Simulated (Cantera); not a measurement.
Input: 1 mol FeCl2, 3.3 mol O2, 0.42 mol N2, held at 5900 Pa.

Cantera equilibrium calculation (NASA polynomials, part measured and part estimated; ideal gas, pure solids and liquids). Candidate condensed phases: Fe, FeCl2, FeCl3, FeO, Fe2O3, Fe3O4; 19 gas species. Equilibrium is a limit: real reactors are often held back by kinetics, nucleation or transport.

At 927 °C, list the 5 most abundant gas species with their mole fractions, and the condensed phases.

O2 0.651, Cl2 0.213, N2 0.104, FeCl3 0.0173, Cl 0.00898. Condensed: Fe2O3(s).
